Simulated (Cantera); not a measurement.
A closed system holds: 1 mol C₂H₂, 0.059 mol NH₃, 3.5 mol H₂, equilibrated at 10.0 mbar.

Cantera equilibrium calculation (NASA polynomials, part measured and part estimated; ideal gas, pure solids and liquids). Candidate condensed phases: C, C₆H₆, C₇H₈, C₈H₁₈; 92 gas species. Equilibrium is a limit: real reactors are often held back by kinetics, nucleation or transport. All values below are at 2027 °C.

Base state: H₂ 0.897, H 0.0917, N₂ 0.00464, C₂H₂ (acetylene) 0.00388, HCN 0.00265, HNC 0.000242, C₂H 1.79e-5, CN 1.15e-5 (mole fractions); condensed: C(graphite).

What changes in the equilibrium state with this change: pressure from 10.0 mbar to 1.00 bar?


```
species             before     after
----------------  --------  --------
H₂                   0.897     0.978
H                   0.0917   0.00957
N₂                 0.00464   0.00482
C₂H₂ (acetylene)   0.00388   0.00423
CH₄                1.72e-6  0.000205
CH₃                3.31e-6   3.76e-5
CN                 1.15e-5   1.17e-6
C₂H                1.79e-5   1.87e-6
HNC               0.000242  0.000257
C(graphite), mol      1.95      1.95
```
